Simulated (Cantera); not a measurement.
Input (Python, Cantera) and output of one run.

```python
import numpy as np
import cantera as ct

gas_names = """
    NH3 ZrO2 OH N2
""".split()
cond_names = """
    Zr(a) Zr(b) Zr(L)
""".split()


# ... load() reads the species with a 1 bar reference pressure and builds the phases ...
species = {s.name: s for s in load("nasa_gas.yaml", gas_names) + load("nasa_condensed.yaml", cond_names)}
# Each term lists the table entries of one substance; the one whose range holds T is used.
reactions = {
    '2 NH3(g) + 3 ZrO2(g) = 3 Zr + 6 OH(g) + N2(g)':
        [(-2, ['NH3']), (-3, ['ZrO2']), (3, ['Zr(a)', 'Zr(b)', 'Zr(L)']), (6, ['OH']), (1, ['N2'])],
}


def pick(names, T):
    return next(species[n] for n in names if species[n].thermo.min_temp <= T <= species[n].thermo.max_temp)


results = []
for label, terms in reactions.items():
    print(label)
    print("     T/K   dH/kJ  dS/(J/K)   dG/kJ   log10 K")
    for T in [1573, 1673, 1773, 1873, 1973, 2073, 2173, 2273, 2373, 2473]:
        used = [(nu, pick(names, T)) for nu, names in terms]
        dH = sum(nu * s.thermo.h(T) for nu, s in used) / 1e6
        dS = sum(nu * s.thermo.s(T) for nu, s in used) / 1e3
        dG = dH - T * dS / 1e3
        logK = -dG * 1e6 / (ct.gas_constant * T * np.log(10))
        results.append((label, T, dH, dS, dG, logK, [s.name for _, s in used]))
        print(f"{T:8g} {dH:8.1f} {dS:8.1f} {dG:8.1f} {logK:8.2f}")
```

Result:

```
2 NH3(g) + 3 ZrO2(g) = 3 Zr + 6 OH(g) + N2(g)
     T/K   dH/kJ  dS/(J/K)   dG/kJ   log10 K
    1573   1239.4    279.6    799.6   -26.55
    1673   1241.5    280.9    771.5   -24.09
    1773   1243.8    282.2    743.4   -21.90
    1873   1246.3    283.6    715.1   -19.94
    1973   1249.1    285.0    686.7   -18.18
    2073   1252.1    286.6    658.1   -16.58
    2173   1319.2    318.1    627.9   -15.09
    2273   1324.4    320.5    596.0   -13.70
    2373   1329.6    322.7    563.8   -12.41
    2473   1334.8    324.8    531.5   -11.23
```

Cantera with NASA thermochemical tables; ideal gases at 1 bar, condensed phases pure. Condensed species are held in their standard states even where they would react or evaporate.
